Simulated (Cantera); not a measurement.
**Reactions in the system H-N-O-Zr**

Cantera with NASA thermochemical tables; ideal gases at 1 bar, condensed phases pure. Values are per mole of reaction as written; species without (g) are pure solids or liquids, kept so even where they would boil at 1 bar. ZrN: taken at fixed stoichiometry.

4 NH₃(g) + 6 ZrO₂ + N₂(g) → 6 ZrN + 6 H₂O₂(g)

```json
[
 {"T (K)": "300", "ΔH° (kJ)": "3759.2", "ΔS° (J/K)": "375.6", "ΔG° (kJ)": "3646.5", "log10 K": "-634.90"},
 {"T (K)": "873", "ΔH° (kJ)": "3748.1", "ΔS° (J/K)": "355.2", "ΔG° (kJ)": "3438.1", "log10 K": "-205.71"},
 {"T (K)": "923", "ΔH° (kJ)": "3747.0", "ΔS° (J/K)": "353.9", "ΔG° (kJ)": "3420.3", "log10 K": "-193.56"},
 {"T (K)": "973", "ΔH° (kJ)": "3745.9", "ΔS° (J/K)": "352.7", "ΔG° (kJ)": "3402.7", "log10 K": "-182.66"},
 {"T (K)": "1023", "ΔH° (kJ)": "3744.8", "ΔS° (J/K)": "351.7", "ΔG° (kJ)": "3385.1", "log10 K": "-172.84"},
 {"T (K)": "1073", "ΔH° (kJ)": "3743.8", "ΔS° (J/K)": "350.7", "ΔG° (kJ)": "3367.5", "log10 K": "-163.93"},
 {"T (K)": "1123", "ΔH° (kJ)": "3742.7", "ΔS° (J/K)": "349.7", "ΔG° (kJ)": "3350.0", "log10 K": "-155.82"},
 {"T (K)": "1173", "ΔH° (kJ)": "3741.6", "ΔS° (J/K)": "348.7", "ΔG° (kJ)": "3332.5", "log10 K": "-148.40"},
 {"T (K)": "1223", "ΔH° (kJ)": "3740.4", "ΔS° (J/K)": "347.8", "ΔG° (kJ)": "3315.1", "log10 K": "-141.59"}
]
```
